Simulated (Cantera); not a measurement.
# Ignition delay

Mixture: CH₄ : O₂ : N₂ : H₂O = 1 : 4.44 : 11.6 : 0.61 (molar parts), at 7.80 bar, adiabatic and at constant volume. Ignition delay is the time to a rise of 400 K.

Detailed kinetics in Cantera: GRI-Mech 3.0 (53 species, 325 reactions).

```
T0 (K)  delay (ms)
------  ----------
1148          6.44
1223          2.43
1298          1.01
1373         0.448
1448         0.212
1523         0.107
1598        0.0569
```

```yaml
apparent activation energy between 1448 and 1598 K: 170 kJ/mol
```
